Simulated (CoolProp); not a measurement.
A single-stage vapour-compression cycle with R22: evaporating at 218.15 K (dew point), condensing at 266.15 K (bubble point), superheat 0 K, subcooling 5 K, compressor efficiency 0.65, no pressure losses. Each further row changes one setting.

Computed with CoolProp (reference Helmholtz-energy equation of state, Kamei 1995).

```tsv
case	cooling COP	pressure ratio	discharge temperature (K)	refrigerating effect (kJ/kg)	volumetric capacity (kJ/m³)
as stated	2.52	7.95	344.7	195	471
evaporating temperature 223.15 K	2.94	6.10	334.0	197	609
condensing temperature 261.15 K	2.87	6.67	333.4	201	484
subcooling 10 K	2.60	7.95	344.7	201	484
superheat 10 K	2.48	7.95	357.4	201	462
compressor efficiency 0.55	2.13	7.95	363.7	195	471
```
